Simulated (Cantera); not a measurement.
Feed: 1 mol Si3H8, 0.11 mol HCl, 24 mol H2, at 0.00110 bar.

These are equilibrium values from Cantera (NASA tables, ideal gas, pure condensed phases), not measurements of a reactor. Candidate condensed phases: Si; 19 gas species. The feed counts by its element totals alone. The tables' values for SiCl are old estimates; treat these amounts as uncertain. Gases not in the tables: Si2H6 and higher silanes. Kinetics and transport are ignored.

**Question.** At 1450 °C, list the 5 most abundant gas species with their mole fractions, and the condensed phases.

**Answer.** H2 0.990, H 0.00547, HCl 0.00377, Si 0.000894, SiCl2 4.96e-5. Condensed: Si(l).
